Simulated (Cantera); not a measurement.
Feed: 1 mol Fe(CO)5, a varied amount of O2, 2.1 mol N2, held at 1025 K and 8.20 mbar.

Method: chemical equilibrium by Gibbs-energy minimisation in Cantera with the NASA 1993 tables (ideal gas, pure condensed phases). Candidate condensed phases: C, Fe, Fe(CO)5, FeO, Fe2O3, Fe3O4; 27 gas species. Mutual solubility and eutectic melting of coexisting phases are not modelled. The tables' stoichiometric FeO is somewhat more stable than real wüstite, so its field is too wide. FeO: taken at fixed stoichiometry. Equilibrium is a limit: real reactors are often held back by kinetics, nucleation or transport.

Task: Which condensed phases are stable at each of these points (n(O2) (mol)): 0.12, 0.19, 0.28, 0.41, 0.61, 0.92, 1.4?

Result: 
```
n(O2) (mol)  condensed phases  Fe condensed (%)
-----------  ----------------  ----------------
0.12                    Fe(α)             100.0
0.19                    Fe(α)             100.0
0.28                    Fe(α)             100.0
0.41                    Fe(α)             100.0
0.61           Fe(α) + FeO(s)             100.0
0.92           Fe(α) + FeO(s)             100.0
1.4                    FeO(s)             100.0
```

From 0.12 mol O2 to 0.41 mol O2 the condensed part is Fe(α). From 0.61 mol O2 to 0.92 mol O2 the condensed part is Fe(α) + FeO(s). At 1.4 mol O2 the condensed part is FeO(s).
